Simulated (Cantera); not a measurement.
A Cantera script and its output.

```python
import numpy as np
import cantera as ct

gas = ct.Solution("SiF4_NH3_mec.yaml", "gas")
gas.TPX = 2275, 3900, {'NH3': 1, 'N2': 1.2}
reactor = ct.IdealGasConstPressureReactor(gas, energy="off", clone=False)
net = ct.ReactorNet([reactor])
net.rtol, net.atol = 1e-08, 1e-18
show = ['NH3', 'N', 'NH', 'N2H2', 'N2']
times = np.geomspace(6e-06, 5, 14)

steps = ct.SolutionArray(gas, extra=["t"])
rows = []
print(f"{'t/s':>10s}{'T/K':>9s}{'P/Pa':>11s}" + "".join(f"{s:>11s}" for s in show))
for t in times:
    while net.time < t:
        t_next = net.step()
        steps.append(gas.state, t=t_next)
    rows.append([np.interp(t, steps.t, y) for y in (steps.T, steps.P, *steps(*show).X.T)])
    print(f"{t:10.3e}{rows[-1][0]:9.1f}{rows[-1][1]:11.4g}" + "".join(f"{x:11.3e}" for x in rows[-1][2:]))
rate = np.gradient(steps.T, steps.t)
print("integrator steps:", len(steps.t))
if steps.T.max() > steps.T[0] + 200:
    print(f"time of steepest temperature rise: {steps.t[rate.argmax()]:.4e} s")
gas.TPX = 2275, 3900, {'NH3': 1, 'N2': 1.2}
gas.equilibrate("TP")
print(f"equilibrium (TP): T = {gas.T:.1f} K  " + "  ".join(f"{s} {gas[s].X[0]:.3e}" for s in show))
```

It prints:

```
       t/s      T/K       P/Pa        NH3          N         NH       N2H2         N2
 6.000e-06   2275.0       3900  4.545e-01  2.444e-13  1.884e-09  1.051e-10  5.454e-01
 1.712e-05   2275.0       3900  4.544e-01  8.940e-12  2.139e-08  1.994e-09  5.454e-01
 4.887e-05   2275.0       3900  4.542e-01  2.734e-10  2.356e-07  2.487e-08  5.454e-01
 1.395e-04   2275.0       3900  4.537e-01  7.182e-09  2.559e-06  2.777e-07  5.453e-01
 3.981e-04   2275.0       3900  4.519e-01  7.437e-08  1.628e-05  2.805e-06  5.449e-01
 1.136e-03   2275.0       3900  4.458e-01  4.098e-07  4.181e-05  1.095e-05  5.443e-01
 3.242e-03   2275.0       3900  4.266e-01  1.424e-06  5.553e-05  1.185e-05  5.437e-01
 9.253e-03   2275.0       3900  3.770e-01  3.518e-06  6.717e-05  9.794e-06  5.423e-01
 2.641e-02   2275.0       3900  2.701e-01  5.858e-06  7.080e-05  6.270e-06  5.391e-01
 7.537e-02   2275.0       3900  1.167e-01  7.105e-06  5.715e-05  2.262e-06  5.344e-01
 2.151e-01   2275.0       3900  1.468e-02  7.230e-06  2.837e-05  2.244e-07  5.310e-01
 6.139e-01   2275.0       3900  1.770e-05  2.307e-06  1.406e-06  5.690e-11  5.272e-01
 1.752e+00   2275.0       3900  2.626e-07  2.369e-07  7.577e-08  1.810e-13  5.237e-01
 5.000e+00   2275.0       3900  1.169e-07  1.109e-07  3.487e-08  1.262e-13  5.236e-01
integrator steps: 1976
equilibrium (TP): T = 2275.0 K  NH3 1.139e-07  N 1.081e-07  NH 3.400e-08  N2H2 1.255e-13  N2 5.236e-01
```

Detailed kinetics in Cantera: the gas-phase N/H chemistry of the illustrative SiF4/NH3 mechanism in the Surface Chemkin manual (1991). Walls and surfaces, which speed up NH3 decomposition in real reactors, are not modelled.
